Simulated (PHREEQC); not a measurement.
Synthetic water in mg/kgw, 25 °C, pH 5.89, pe 8.3:

```json
[
 {"constituent": "Na", "mg/kgw": "1.3"},
 {"constituent": "K", "mg/kgw": "1.01"},
 {"constituent": "Ca", "mg/kgw": "0.594"},
 {"constituent": "Mg", "mg/kgw": "0.152"},
 {"constituent": "Cl", "mg/kgw": "0.782"},
 {"constituent": "S(6) as SO4", "mg/kgw": "2.5"},
 {"constituent": "Alkalinity as HCO3", "mg/kgw": "3.6"},
 {"constituent": "Br", "mg/kgw": "0.00192"},
 {"constituent": "F", "mg/kgw": "0.00477"}
]
```

Valence states are taken as typed.

Equilibrium calculation in PHREEQC: ion-association model, wateq4f.dat.

Precipitation was switched off in this run.

Task: Estimate the charge-balance error.

Result: charge-balance error -3.4 %.

Task: In which forms is C present?

Result: CO2 74 %, HCO3- 26 % of the C.

Species that the database lacks are ignored.
